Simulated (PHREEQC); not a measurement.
Nickel, zinc or cadmium bath: speciation

Consider water at 25 °C with 0.046 mol NiSO4, 0.034 mol NaCl and 0.19 mol H2SO4 per kg of water. Closed to the air; pH follows from the charge balance.

Computed with PHREEQC (ion-association model, wateq4f.dat).

This is a speciation only: nothing precipitates in the calculation.

Task: What pH, activity of water, ionic strength does the model give?

Result: pH 0.82; activity of water 0.991; ionic strength 0.360 mol/kgw.

Task: In which forms is Na present?

Result: Na+ 96 %, NaSO4- 4.2 % of the Na.

Species that the database lacks are ignored.
